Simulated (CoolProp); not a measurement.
Vapour-liquid equilibrium of toluene (1) + n-decane (2) at 108.35 °C; x and y are mole fractions of (1).

Computed with CoolProp (multi-fluid Helmholtz-energy mixture model, Lemmon 2006 and Lemmon 2006; pair parameters Bell 2016).

```csv
x,bubble pressure (kPa),y at the bubble point,dew pressure at overall composition x (kPa),liquid density (mol/L)
0.05,17.48,___,___,4.757
0.2,31.09,0.656,16.03,___
0.35,44.60,0.802,___,5.556
0.5,57.15,0.878,23.52,6.050
0.65,___,0.925,30.74,___
0.8,___,0.960,44.32,7.321
0.95,___,0.990,76.39,8.160
```

Problem. What belongs in the gaps?

Solution. 
- 0.05, y at the bubble point: 0.279
- 0.05, dew pressure at overall composition x (kPa): 13.83
- 0.2, liquid density (mol/L): 5.130
- 0.35, dew pressure at overall composition x (kPa): 19.06
- 0.65, bubble pressure (kPa): 68.70
- 0.65, liquid density (mol/L): 6.629
- 0.8, bubble pressure (kPa): 79.78
- 0.95, bubble pressure (kPa): 91.08

No azeotrope shows between x = 0.05 and 0.95.

The pair parameters rest on a limited set of measurements; away from them the model extrapolates.
